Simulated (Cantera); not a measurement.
An isothermal, constant-pressure homogeneous reactor starts with CH4 : H2O : N2 = 1 : 3.7 : 0.01 (molar parts), at 2025 K and 30000 Pa.

Detailed kinetics in Cantera: GRI-Mech 3.0 (53 species, 325 reactions).

x: mole fraction; the columns are a selection and need not sum to one.

```tsv
t (s)	x CH4	x H2O	x CH2	x O2	x H	x HCO
2.00e-6	0.212	0.785	1.52e-7	1.10e-12	3.31e-5	2.64e-11
8.66e-6	0.209	0.784	2.41e-6	1.06e-10	3.92e-5	3.68e-9
3.75e-5	0.193	0.778	2.82e-5	(withheld)	0.000156	5.84e-7
0.000162	0.0976	0.711	4.77e-5	(withheld)	0.000859	2.29e-6
0.000702	0.0259	0.626	2.34e-5	(withheld)	0.00155	8.60e-7
0.00304	0.00990	0.526	1.12e-5	(withheld)	0.00209	3.78e-7
0.0132	0.00443	0.414	3.26e-6	(withheld)	0.00223	1.28e-7
0.0570	3.53e-5	0.380	2.17e-8	2.50e-7	0.00233	3.06e-8
0.247	1.07e-10	0.380	<1e-12	2.69e-7	0.00242	3.10e-8
1.07	1.07e-10	0.380	<1e-12	2.69e-7	0.00242	3.10e-8
4.62	1.07e-10	0.380	<1e-12	2.69e-7	0.00242	3.10e-8
20.0	1.07e-10	0.380	<1e-12	2.69e-7	0.00242	3.10e-8
```

Task: Some entries are withheld; supply them.

Result: 
- 3.75e-5, x O2: 1.96e-8
- 0.000162, x O2: 5.19e-7
- 0.000702, x O2: 6.52e-7
- 0.00304, x O2: 5.01e-7
- 0.0132, x O2: 2.85e-7
